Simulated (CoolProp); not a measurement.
Computed with CoolProp (reference Helmholtz-energy equation of state, Span 2000).

Q: For nitrogen, give the phase and the density (kg/m³), isothermal compressibility (1/MPa) at -136.85 °C and 2.02 MPa; -76.15 °C and 2.02 MPa.

A: 
- -136.85 °C and 2.02 MPa: gas; density 60.6, isothermal compressibility 0.616
- -76.15 °C and 2.02 MPa: gas; density 36.2, isothermal compressibility 0.518
